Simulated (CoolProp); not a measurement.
Vapour-liquid equilibrium of propane (1) + R114 (2) at 312.5 K; x and y are mole fractions of (1).

Values from CoolProp's multi-fluid Helmholtz-energy mixture model, Lemmon 2009 and Platzer 1990; pair parameters Bell 2016. This equation is an older, rougher fit; its heat capacities, sound speeds and derivatives of the liquid may be far off and weren't checked against measurements.

**Question.** Give the bubble pressure and the first vapour's composition at x = 0.125, 0.425, 0.95. Is there an azeotrope?

**Answer.** x = 0.125: 0.4932 MPa, y = 0.377; x = 0.425: 0.8141 MPa, y = 0.711; x = 0.95: 1.300 MPa, y = 0.977. No azeotrope shows between x = 0.05 and 0.95.

The pair parameters rest on a limited set of measurements; away from them the model extrapolates.
